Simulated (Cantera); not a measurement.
A closed system holds: 1 mol Cu2O, 9.9 mol H2, 0.23 mol H2O, equilibrated at 16.0 mbar.

Cantera equilibrium calculation (NASA polynomials, part measured and part estimated; ideal gas, pure solids and liquids). Candidate condensed phases: Cu, CuO, Cu(OH)2, Cu2O, H2O; 12 gas species. Kinetics and transport are ignored.

Q: What share of the Cu ends up in condensed phases as a function of T (°C), at 1150, 1200, 1250, 1300, 1350, 1400, 1450?

A: 
```
T (°C)  Cu condensed (%)     as
------  ----------------  -----
1150                99.9  Cu(l)
1200                99.8  Cu(l)
1250                99.6  Cu(l)
1300                99.2  Cu(l)
1350                98.2  Cu(l)
1400                96.4  Cu(l)
1450                93.1  Cu(l)
```
